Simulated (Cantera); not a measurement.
Input: 1 mol CO₂, 0.81 mol O₂, at 0.0740 bar.

Method: chemical equilibrium by Gibbs-energy minimisation in Cantera with the NASA 1993 tables (ideal gas, pure condensed phases). Candidate condensed phases: C; 23 gas species. Ions and electrons are included (thermal ionisation). Equilibrium is a limit: real reactors are often held back by kinetics, nucleation or transport. All values below are at 3500 K.

Base state: O 0.586, CO 0.293, O₂ 0.104, CO₂ 0.0164 (mole fractions); condensed: gas only.

Task: What changes in the equilibrium state with this change: 0.028 mol NH₃ added?

Result: 
```json
[
 {"species": "O", "before": "0.586", "after": "0.569"},
 {"species": "CO", "before": "0.293", "after": "0.286"},
 {"species": "O₂", "before": "0.104", "after": "0.0986"},
 {"species": "H", "before": "0", "after": "0.0207"},
 {"species": "CO₂", "before": "0.0164", "after": "0.0155"},
 {"species": "OH", "before": "0", "after": "0.00430"},
 {"species": "NO", "before": "0", "after": "0.00317"}
]
```
Further candidate phases: C₆H₆, C₇H₈, C₈H₁₈, H₂O.
